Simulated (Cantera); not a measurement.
Cantera run, input and output.

```python
import numpy as np
import cantera as ct

gas = ct.Solution("h2o2.yaml")
gas.TPX = 1273, 1333, {'H2': 0.43, 'O2': 1}
reactor = ct.IdealGasConstPressureReactor(gas, energy="off", clone=False)
net = ct.ReactorNet([reactor])
net.rtol, net.atol = 1e-08, 1e-18
show = ['H2', 'O2', 'H2O', 'HO2', 'H2O2', 'H']
times = np.geomspace(3e-05, 20, 14)

steps = ct.SolutionArray(gas, extra=["t"])
rows = []
print(f"{'t/s':>10s}{'T/K':>9s}{'P/Pa':>11s}" + "".join(f"{s:>11s}" for s in show))
for t in times:
    while net.time < t:
        t_next = net.step()
        steps.append(gas.state, t=t_next)
    rows.append([np.interp(t, steps.t, y) for y in (steps.T, steps.P, *steps(*show).X.T)])
    print(f"{t:10.3e}{rows[-1][0]:9.1f}{rows[-1][1]:11.4g}" + "".join(f"{x:11.3e}" for x in rows[-1][2:]))
rate = np.gradient(steps.T, steps.t)
print("integrator steps:", len(steps.t))
if steps.T.max() > steps.T[0] + 200:
    print(f"time of steepest temperature rise: {steps.t[rate.argmax()]:.4e} s")
gas.TPX = 1273, 1333, {'H2': 0.43, 'O2': 1}
gas.equilibrate("TP")
print(f"equilibrium (TP): T = {gas.T:.1f} K  " + "  ".join(f"{s} {gas[s].X[0]:.3e}" for s in show))
```

Output:

```
       t/s      T/K       P/Pa         H2         O2        H2O        HO2       H2O2          H
 3.000e-05   1273.0       1333  3.007e-01  6.993e-01  4.576e-09  2.127e-08  1.418e-11  2.062e-08
 8.416e-05   1273.0       1333  3.007e-01  6.993e-01  7.780e-08  5.970e-08  1.111e-10  9.799e-08
 2.361e-04   1273.0       1333  3.007e-01  6.993e-01  3.710e-06  1.716e-07  8.701e-10  2.670e-06
 6.624e-04   1273.0       1333  2.665e-01  6.814e-01  2.377e-02  3.686e-06  6.255e-08  1.627e-02
 1.858e-03   1273.0       1333  1.858e-02  5.459e-01  2.258e-01  8.258e-06  3.616e-07  1.066e-01
 5.213e-03   1273.0       1333  1.560e-02  5.707e-01  2.593e-01  9.231e-06  4.429e-07  7.294e-02
 1.462e-02   1273.0       1333  7.840e-03  6.135e-01  3.163e-01  1.017e-05  5.635e-07  2.201e-02
 4.103e-02   1273.0       1333  1.300e-03  6.404e-01  3.479e-01  6.517e-06  3.940e-07  1.363e-03
 1.151e-01   1273.0       1333  1.374e-04  6.451e-01  3.528e-01  1.620e-06  1.403e-07  4.660e-05
 3.229e-01   1273.0       1333  2.093e-05  6.458e-01  3.535e-01  3.331e-07  4.661e-08  2.816e-06
 9.058e-01   1273.0       1333  4.563e-06  6.460e-01  3.537e-01  8.984e-08  1.633e-08  2.908e-07
 2.541e+00   1273.0       1333  1.241e-06  6.460e-01  3.538e-01  4.005e-08  5.975e-09  4.169e-08
 7.129e+00   1273.0       1333  4.133e-07  6.461e-01  3.539e-01  3.603e-08  2.465e-09  8.061e-09
 2.000e+01   1273.0       1333  2.207e-07  6.461e-01  3.539e-01  4.178e-08  1.539e-09  3.155e-09
integrator steps: 2154
equilibrium (TP): T = 1273.0 K  H2 2.042e-07  O2 6.461e-01  H2O 3.539e-01  HO2 4.281e-08  H2O2 1.458e-09  H 2.810e-09
```

Detailed kinetics in Cantera: the H2/O2 subset of GRI-Mech 3.0, which has no nitrogen chemistry. Radical loss at walls, strong at low pressure, is not modelled. The temperature is held fixed by assumption; the heat of reaction is taken as removed at once.
